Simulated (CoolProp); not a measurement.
Values from CoolProp's reference Helmholtz-energy equation of state, McLinden 2015.

Give the vapour pressure (MPa), liquid density (kg/m³), vapour density (kg/m³), enthalpy of vaporisation (kJ/kg) of saturated the fluoroketone C6F12O (FK-5-1-12) at -36.95, 47.55 °C.


```
T (°C)  p (MPa)  liquid density (kg/m³)  vapour density (kg/m³)  enthalpy of vaporisation (kJ/kg)
------  -------  ----------------------  ----------------------  --------------------------------
-36.95  0.00120                    1780                   0.194                               111
47.55    0.0961                    1530                    12.2                              88.4
```
